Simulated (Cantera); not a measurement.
Input (Python, Cantera) and output of one run.

```python
import numpy as np
import cantera as ct

gas_names = [...]  # 114 gases of nasa_gas.yaml made of C, Fe, H, O
cond_names = """
    C(gr) C6H6(L) C7H8(L) C8H18(L),n-octa Fe(a) Fe(c) Fe(d) Fe(L) FeC5O5(L) FeO(s) FeO(L) Fe(OH)2(s)
    Fe(OH)3(s) Fe2O3(s) Fe3O4(s) H2O(s) H2O(L)
""".split()


# ... load() reads the species with a 1 bar reference pressure and builds the phases ...
atoms = {
    'Fe2O3': {'Fe': 2, 'O': 3},
    'CH4': {'C': 1, 'H': 4},
    'CO': {'C': 1, 'O': 1},
}
top_T = {'C(gr)': 4500, 'Fe2O3(s)': 1830, 'Fe3O4(s)': 1870}  # K; cautious upper limits of use, not melting points


# ... equilibrate(T, P, feed) seeds the gas with the atoms and calls Mixture.equilibrate('TP', solver="vcs", rtol=1e-11, max_steps=5000) ...
results = []
feed = {'Fe2O3': 1, 'CH4': 0.38, 'CO': 0.038}  # mol
P = 100000  # Pa
for T in [1073, 1273, 1473, 1673, 1873, 2073, 2273, 2473]:
    mix = equilibrate(T, P, feed)
    results.append((T, P, feed, dict(zip(mix.species_names, mix.species_moles))))
    x = sorted(zip(gas.X, gas.species_names), reverse=True)
    print(f"T = {T:g} K  P = {P:g} Pa  gas = {mix.phase_moles(0):.4g} mol")
    print("   x: " + "  ".join(f"{s} {v:.3e}" for v, s in x if v > 1e-05))
    print("   condensed (mol): " + ("  ".join(f"{mix.phase(i).name} {mix.phase_moles(i):.4g}"
          for i in range(1, mix.n_phases) if mix.phase_moles(i) > 1e-12) or "none"))
```

Output:

```
T = 1073 K  P = 100000 Pa  gas = 1.178 mol
   x: H2O 3.351e-01  H2 3.100e-01  CO2 1.914e-01  CO 1.634e-01  CH4 8.678e-05
   condensed (mol): FeO(s) 2
T = 1273 K  P = 100000 Pa  gas = 1.178 mol
   x: H2O 3.682e-01  H2 2.769e-01  CO 1.968e-01  CO2 1.581e-01
   condensed (mol): FeO(s) 2
T = 1473 K  P = 100000 Pa  gas = 1.178 mol
   x: H2O 3.905e-01  H2 2.546e-01  CO 2.191e-01  CO2 1.358e-01
   condensed (mol): FeO(s) 2
T = 1673 K  P = 100000 Pa  gas = 1.178 mol
   x: H2O 4.059e-01  H2 2.392e-01  CO 2.345e-01  CO2 1.203e-01  H 5.569e-05  Fe(OH)2 2.702e-05
   condensed (mol): FeO(L) 2
T = 1873 K  P = 100000 Pa  gas = 1.178 mol
   x: H2O 4.168e-01  CO 2.455e-01  H2 2.280e-01  CO2 1.093e-01  H 3.082e-04  Fe(OH)2 8.924e-05  OH 4.374e-05  Fe 1.989e-05
   condensed (mol): FeO(L) 2
T = 2073 K  P = 100000 Pa  gas = 1.179 mol
   x: H2O 4.243e-01  CO 2.533e-01  H2 2.192e-01  CO2 1.012e-01  H 1.231e-03  OH 2.711e-04  Fe(OH)2 2.296e-04  Fe 1.966e-04
   condensed (mol): FeO(L) 1.999
T = 2273 K  P = 100000 Pa  gas = 1.183 mol
   x: H2O 4.287e-01  CO 2.583e-01  H2 2.110e-01  CO2 9.511e-02  H 3.858e-03  Fe 1.261e-03  OH 1.217e-03  Fe(OH)2 4.908e-04  FeO 9.072e-05  O 1.528e-05  O2 1.300e-05
   condensed (mol): FeO(L) 1.998
T = 2473 K  P = 100000 Pa  gas = 1.194 mol
   x: H2O 4.285e-01  CO 2.592e-01  H2 1.998e-01  CO2 9.079e-02  H 9.966e-03  Fe 5.779e-03  OH 4.293e-03  Fe(OH)2 9.086e-04  FeO 6.144e-04  O 1.416e-04  O2 1.249e-04
   condensed (mol): FeO(L) 1.991
```

These are equilibrium values from Cantera (NASA tables, ideal gas, pure condensed phases), not measurements of a reactor. The tables' stoichiometric FeO is somewhat more stable than real wüstite, so its field is too wide. FeO: taken at fixed stoichiometry.
